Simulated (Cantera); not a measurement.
Charge: 1 mol Si, 0.82 mol Cl₂, 5 mol H₂, at 1.00 bar.

Cantera equilibrium calculation (NASA polynomials, part measured and part estimated; ideal gas, pure solids and liquids). Candidate condensed phases: Si; 19 gas species. Gases not in the tables: Si₂H₆ and higher silanes. The numbers say what is thermodynamically allowed, not how fast it happens.

### Question
What share of the Si ends up in condensed phases as a function of T (K), at 573, 773, 973, 1173, 1373, 1573, 1773?

### Answer
| T (K) | Si condensed (%) | as |
|---|---|---|
| 573 | 53.5 | Si(s) |
| 773 | 53.8 | Si(s) |
| 973 | 54.9 | Si(s) |
| 1173 | 57.8 | Si(s) |
| 1373 | 59.9 | Si(s) |
| 1573 | 57.6 | Si(s) |
| 1773 | 57.4 | Si(l) |
